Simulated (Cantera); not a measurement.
Input: 1 mol Ca(OH)2, 0.07 mol H2O, at 1800 K and 1.50 bar.

Method: chemical equilibrium by Gibbs-energy minimisation in Cantera with the NASA 1993 tables (ideal gas, pure condensed phases). Candidate condensed phases: Ca, CaO, Ca(OH)2, H2O; 14 gas species. Equilibrium is a limit: real reactors are often held back by kinetics, nucleation or transport.

Base state: H2O 0.997, H2 0.00165, O2 0.000707, OH 0.000474, Ca(OH)2 1.79e-5, H 1.19e-5 (mole fractions); condensed: CaO(s).

Task: What changes in the equilibrium state with this change: temperature from 1800 K to 898 K?

Result: 
```
species        before    after
-----------  --------  -------
H2O             0.997     1.00
H2            0.00165  2.28e-8
O2           0.000707  1.13e-8
Ca(OH)2       1.79e-5    <1e-9
OH           0.000474    <1e-9
H             1.19e-5    <1e-9
CaO(s), mol     1.000     1.00
```
